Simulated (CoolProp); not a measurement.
n-decane at several states: fugacity coefficient from the reference equation and from simpler models built on Tc = 617.7 K, pc = 2.101 MPa, ω = 0.488; each cubic takes its own stable root.

Values from CoolProp's reference Helmholtz-energy equation of state, Lemmon 2006. It is a short technical equation, of lower accuracy than the large ones.

| T (K) | p (MPa) | phase | reference |
|---|---|---|---|
| 259.4 | 2.58 | liquid | 3.624e-6 |
| 434 | 3.69 | liquid | 0.02321 |
| 389.5 | 0.99 | liquid | 0.01878 |
| 300.7 | 1.19 | liquid | 0.0002003 |
| 266.1 | 0.757 | liquid | 1.983e-5 |

Task: How far does each simpler model (van der Waals, Redlich-Kwong) lie from the reference over these 5 states: mean and median of the absolute difference, and the worst?

Result: 
- van der Waals: mean 86067.9 %, median 23185.1 %, worst +259751.0 % at 259.4 K and 2.58 MPa
- Redlich-Kwong: mean 1846.6 %, median 1428.7 %, worst +4086.0 % at 259.4 K and 2.58 MPa
